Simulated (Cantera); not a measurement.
Feed: 1 mol SiC, 0.14 mol H2O, 48 mol N2, equilibrated at 1.70 bar.

These are equilibrium values from Cantera (NASA tables, ideal gas, pure condensed phases), not measurements of a reactor. Candidate condensed phases: C, C6H6, C7H8, C8H18, H2O, Si, SiC, SiO2, Si2N2O, Si3N4; 151 gas species. N2 is the only nitrogen source here; it is nearly inert below about 1500 K, so the nitride shown seldom forms there in practice. Mutual solubility and eutectic melting of coexisting phases are not modelled. The numbers say what is thermodynamically allowed, not how fast it happens. All values below are at 1002 °C.

Base state: N2 0.997, H2 0.00294 (mole fractions); condensed: C(graphite) + Si2N2O(s) + Si3N4(s).

Q: What changes in the equilibrium state with this change: 0.27 mol CH4 added?

A: 
```csv
species,before,after
N2,0.997,0.986
H2,0.00294,0.0141
HCN,8.82e-6,1.92e-5
"C(graphite), mol",1.000,1.27
"Si2N2O(s), mol",0.140,0.140
"Si3N4(s), mol",0.240,0.240
```

Q: What changes in the equilibrium state with this change: SiC replaced by Si?

A: 
```tsv
species	before	after
N2	0.997	0.997
H2	0.00294	0.00295
C(graphite), mol	1.000	0
Si2N2O(s), mol	0.140	0.140
Si3N4(s), mol	0.240	0.240
```
